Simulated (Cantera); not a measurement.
NO annealing gas

A perfectly stirred reactor is fed with 84.7 % NO, 15.3 % N2, at 75.0 Torr; it is held at 1925 K, and followed from long to short residence time.

Cantera simulation using GRI-Mech 3.0 (53 species, 325 reactions); the numbers are that mechanism's predictions, not measurements.

```
τ (s)     x NO      x O2     x N2O     x NO2       x O   x N2
-------  -----  --------  --------  --------  --------  -----
9.9      0.337     0.255   3.67e-5  0.000229  0.000603  0.408
2.7      0.591     0.128  0.000122  0.000284  0.000446  0.280
0.72     0.763    0.0418  0.000218  0.000217  0.000289  0.194
0.19     0.825    0.0111  0.000262  0.000145  0.000201  0.164
0.053    0.841   0.00287  0.000257  0.000112  0.000164  0.155
0.014    0.846  0.000596  0.000204   8.95e-5  0.000135  0.153
0.0038   0.847   7.93e-5  0.000113   5.52e-5   8.93e-5  0.153
0.0010   0.847   4.57e-6   4.12e-5   1.51e-5   3.55e-5  0.153
0.00028  0.847   3.06e-7   1.27e-5   2.14e-6   1.16e-5  0.153
```
x: mole fraction; the columns are a selection and need not sum to one.
